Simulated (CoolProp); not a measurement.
Carbonyl sulfide along the isobar 9230 kPa: Z from the reference equation and from simpler models built on Tc = 378.8 K, pc = 6369 kPa, ω = 0.098; each cubic takes its own stable root.

Computed with CoolProp (reference Helmholtz-energy equation of state, Lemmon 2006). It is a short technical equation, of lower accuracy than the large ones.

```csv
T (K),phase,reference,Redlich-Kwong,Peng-Robinson
351.6,liquid,0.2220,0.2487,0.2193
365,liquid,0.2292,0.2608,0.2316
378.4,liquid,0.2433,0.2815,0.2537
391.9,supercritical,0.2772,0.3216,0.2996
405.3,supercritical,0.3859,0.4081,0.4007
418.7,supercritical,0.5130,0.5167,0.5092
432.2,supercritical,0.5964,0.5952,0.5855
445.6,supercritical,0.6554,0.6517,0.6416
459,supercritical,0.7009,0.6955,0.6857
472.5,supercritical,0.7378,0.7311,0.7220
485.9,supercritical,0.7681,0.7605,0.7523
499.3,supercritical,0.7937,0.7854,0.7782
512.8,supercritical,0.8159,0.8070,0.8007
526.2,supercritical,0.8349,0.8256,0.8202
```
